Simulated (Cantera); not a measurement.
Feed: 1 mol B₂O₃, 170 mol H₂, 11 mol N₂, held at 1598.15 K and 19.0 mbar.

Cantera equilibrium calculation (NASA polynomials, part measured and part estimated; ideal gas, pure solids and liquids). Candidate condensed phases: B, BN, B₂O₃, B₃O₃H₃, H₂O; 39 gas species. The numbers say what is thermodynamically allowed, not how fast it happens.

Base state: H₂ 0.929, N₂ 0.0604, HBO 0.00487, HBO₂ 0.00381, B₂O₃ 0.000982, H₂O 0.000702, H 0.000373, B₂O₂ 0.000148 (mole fractions); condensed: gas only.

**Question.** What changes in the equilibrium state with this change: B₂O₃ replaced by B₂H₆?

**Answer.** 
```csv
species,before,after
H₂,0.929,0.945
N₂,0.0604,0.0546
H,0.000373,0.000376
HBO,0.00487,0
HBO₂,0.00381,0
B₂O₃,0.000982,0
H₂O,0.000702,0
B₂O₂,0.000148,0
"BN(s), mol",0,2.00
```
The feed counts by its element totals alone.
